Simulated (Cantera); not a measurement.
Feed: 1 mol SiO2, 0.15 mol MgO, 3.5 mol H2O, equilibrated at 21000 Pa.

These are equilibrium values from Cantera (NASA tables, ideal gas, pure condensed phases), not measurements of a reactor. Candidate condensed phases: H2O, Mg, MgO, Mg(OH)2, MgSiO3, Mg2SiO4, Si, SiO2; 24 gas species. Mutual solubility and eutectic melting of coexisting phases are not modelled. The tables hold silica as quartz up to 1696 K and as liquid above; real silica turns to tridymite and cristobalite and melts near 1996 K. Condensed phases not in the tables: alloys, solid solutions and most ternary compounds. Gases not in the tables: Si(OH)4. The numbers say what is thermodynamically allowed, not how fast it happens.

**Question.** At 1402 °C, list the 4 most abundant gas species with their mole fractions, and the condensed phases.

**Answer.** H2O 0.998, H2 0.00137, O2 0.000603, OH 0.000331. Condensed: MgSiO3(s) + SiO2(β-quartz).
